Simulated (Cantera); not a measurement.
## FeS + H2S + O2 (roasting and sulfation)

Feed: 1 mol FeS, 0.098 mol H2S, 2.1 mol O2, at 3300 Pa.

These are equilibrium values from Cantera (NASA tables, ideal gas, pure condensed phases), not measurements of a reactor. Candidate condensed phases: Fe, FeO, Fe(OH)2, Fe(OH)3, FeS, FeSO4, FeS2, Fe2O3, Fe2(SO4)3, Fe3O4, H2O, H2SO4, S; 22 gas species. Rates play no part.

```csv
T (K),log p SO2,log p H2O,log p O2,log p SO3,log p OH,n FeSO4(s),n Fe2O3(s),n Fe2(SO4)3(s),n Fe3O4(s)
750,-1.61,-2.08,-8.63,-3.96,-12.29,0.809,0.0953,0,0
850,-1.63,-2.50,-3.47,-2.21,-9.88,0,0.435,0.0650,0
950,-1.63,-2.61,-2.53,-2.37,-8.65,0,0.500,0,0
1050,-1.60,-2.63,-2.39,-2.78,-7.78,0,0.500,0,0
1150,-1.59,-2.63,-2.35,-3.17,-7.06,0,0.500,0,0
1250,-1.59,-2.63,-2.33,-3.51,-6.47,0,0.500,0,0
1350,-1.59,-2.64,-2.33,-3.81,-5.97,0,0.500,0,0
1450,-1.59,-2.64,-2.32,-4.06,-5.53,0,0.500,0,0
1550,-1.61,-2.66,-2.20,-4.25,-5.13,0,0,0,0.333
```
log p: log10 of the partial pressure in bar; n: condensed amount in mol.

At 750 K the condensed part is FeSO4(s) + Fe2O3(s). At 850 K the condensed part is Fe2O3(s) + Fe2(SO4)3(s). From 950 K to 1450 K the condensed part is Fe2O3(s). At 1550 K the condensed part is Fe3O4(s).
